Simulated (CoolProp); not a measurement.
Vapour-liquid equilibrium of propane (1) + neopentane (2) at 0.593 MPa; x and y are mole fractions of (1).

Model: multi-fluid Helmholtz-energy mixture model, Lemmon 2009 and Lemmon 2006; pair parameters Bell 2016, in CoolProp.

```
x     bubble temperature, mixture model (K)  bubble temperature, Raoult's law (K)  y, mixture model  y, Raoult's law
----  -------------------------------------  ------------------------------------  ----------------  ---------------
0.05                                  340.2                                 336.8             0.110            0.192
0.15                                  333.9                                 325.6             0.301            0.456
0.25                                  327.7                                 316.6             0.464            0.624
0.35                                  321.3                                 309.2             0.606            0.736
0.45                                  314.6                                 303.0             0.728            0.815
0.55                                  307.6                                 297.7             0.825            0.872
0.65                                  300.5                                 293.0             0.899            0.914
0.75                                  293.8                                 289.0             0.948            0.947
0.85                                  287.7                                 285.4             0.979            0.972
0.95                                  282.7                                 282.2             0.995            0.992
```

The largest gap from Raoult's law is +12.1 K in bubble temperature, at x = 0.35. No azeotrope shows between x = 0.05 and 0.95.

The pair parameters rest on a limited set of measurements; away from them the model extrapolates.
